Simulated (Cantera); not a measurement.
Input: 1 mol Cu, 0.078 mol H₂O, 45 mol CO, equilibrated at 900 K and 230000 Pa.

Equilibrium computed with Cantera from the NASA thermochemical tables; the gas is ideal and each condensed phase is pure. Candidate condensed phases: C, C₆H₆, C₇H₈, C₈H₁₈, Cu, CuO, Cu(OH)₂, Cu₂O, H₂O; 113 gas species. Rates play no part.

Base state: CO₂ 0.755, CO 0.242, H₂O 0.00174, H₂ 0.00129 (mole fractions); condensed: C(graphite) + Cu(s).

Question: What changes in the equilibrium state with this change: pressure from 230000 Pa to 13300 Pa?

Answer: 
| species | before | after |
|---|---|---|
| CO | 0.242 | 0.667 |
| CO₂ | 0.755 | 0.331 |
| H₂ | 0.00129 | 0.00189 |
| H₂O | 0.00174 | 0.000408 |
| C(graphite), mol | 19.4 | 11.2 |
| Cu(s), mol | 1.00 | 1.00 |

Question: What changes in the equilibrium state with this change: temperature from 900 K to 1448.15 K?

Answer: 
| species | before | after |
|---|---|---|
| CO | 0.242 | 0.996 |
| CO₂ | 0.755 | 0.00243 |
| H₂ | 0.00129 | 0.00172 |
| H₂O | 0.00174 | 9.98e-6 |
| C(graphite), mol | 19.4 | 0.0321 |
| Cu(s), mol | 1.00 | 0 |
| Cu(l), mol | 0 | 1.000 |

Question: What changes in the equilibrium state with this change: temperature from 900 K to 798 K?

Answer: 
```json
[
 {"species": "CO₂", "before": "0.755", "after": "0.935"},
 {"species": "CO", "before": "0.242", "after": "0.0621"},
 {"species": "H₂O", "before": "0.00174", "after": "0.00260"},
 {"species": "H₂", "before": "0.00129", "after": "0.000740"},
 {"species": "C(graphite), mol", "before": "19.4", "after": "21.8"},
 {"species": "Cu(s), mol", "before": "1.00", "after": "1.00"}
]
```
